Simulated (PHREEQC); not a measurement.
A solution holds 0.0093 mol/kgw LiOH and 0.0035 mol/kgw Na2CO3, at 20 °C. Closed to the air; pH follows from the charge balance.

All values are PHREEQC results (ion-association model, phreeqc.dat), not measurements.

This is a speciation only: nothing precipitates in the calculation.

Q: Order these C species by the share of C that they hold, largest first: CO3-2, NaCO3-, HCO3-.

A: CO3-2 (93 %), NaCO3- (5.5 %), HCO3- (1.3 %)

The pH is 12.07 and the ionic strength 0.0194 mol/kgw.
